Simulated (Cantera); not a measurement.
**Silicon epitaxy and polysilicon growth: Si₂Cl₆ + HCl + H₂**

Input: 1 mol Si₂Cl₆, 0.48 mol HCl, 21 mol H₂, at 10.0 mbar.

Cantera equilibrium calculation (NASA polynomials, part measured and part estimated; ideal gas, pure solids and liquids). Candidate condensed phases: Si; 19 gas species. The feed counts by its element totals alone. The tables' values for SiCl₃, SiCl are old estimates; treat these amounts as uncertain. Gases not in the tables: Si₂H₆ and higher silanes. Rates play no part.

| T (K) | x H₂ | x HCl | x SiCl₂ | x SiCl₃ | x SiCl₄ | x H | x SiHCl₃ | n Si(s) | n Si(l) |
|---|---|---|---|---|---|---|---|---|---|
| 1375 | 0.808 | 0.127 | 0.0573 | 0.00486 | 0.00189 | 3.08e-5 | 0.000770 | 0.419 | 0 |
| 1400 | 0.807 | 0.127 | 0.0594 | 0.00420 | 0.00126 | 4.37e-5 | 0.000563 | 0.403 | 0 |
| 1425 | 0.806 | 0.128 | 0.0611 | 0.00361 | 0.000836 | 6.12e-5 | 0.000413 | 0.389 | 0 |
| 1450 | 0.806 | 0.128 | 0.0625 | 0.00309 | 0.000560 | 8.49e-5 | 0.000304 | 0.376 | 0 |
| 1475 | 0.805 | 0.128 | 0.0637 | 0.00266 | 0.000377 | 0.000116 | 0.000225 | 0.364 | 0 |
| 1500 | 0.805 | 0.127 | 0.0647 | 0.00229 | 0.000257 | 0.000158 | 0.000168 | 0.352 | 0 |
| 1525 | 0.805 | 0.127 | 0.0655 | 0.00197 | 0.000176 | 0.000212 | 0.000126 | 0.342 | 0 |
| 1550 | 0.805 | 0.126 | 0.0662 | 0.00170 | 0.000122 | 0.000283 | 9.56e-5 | 0.332 | 0 |
| 1575 | 0.805 | 0.126 | 0.0669 | 0.00148 | 8.56e-5 | 0.000373 | 7.29e-5 | 0.322 | 0 |
| 1600 | 0.805 | 0.126 | 0.0675 | 0.00129 | 6.06e-5 | 0.000488 | 5.61e-5 | 0.313 | 0 |
| 1625 | 0.805 | 0.125 | 0.0680 | 0.00113 | 4.33e-5 | 0.000633 | 4.35e-5 | 0.304 | 0 |
| 1650 | 0.805 | 0.124 | 0.0684 | 0.000987 | 3.12e-5 | 0.000815 | 3.39e-5 | 0.296 | 0 |
| 1675 | 0.805 | 0.124 | 0.0688 | 0.000868 | 2.27e-5 | 0.00104 | 2.66e-5 | 0.287 | 0 |
| 1700 | 0.804 | 0.124 | 0.0688 | 0.000767 | 1.68e-5 | 0.00132 | 2.11e-5 | 0 | 0.290 |
x: gas mole fraction; n: condensed amount in mol.

From 1375 K to 1675 K the condensed part is Si(s). At 1700 K the condensed part is Si(l). The main Si-bearing gas is SiCl₂ throughout. The share of Si in condensed phases is highest at 1375 K (20.9 %) and lowest at 1675 K (14.4 %).
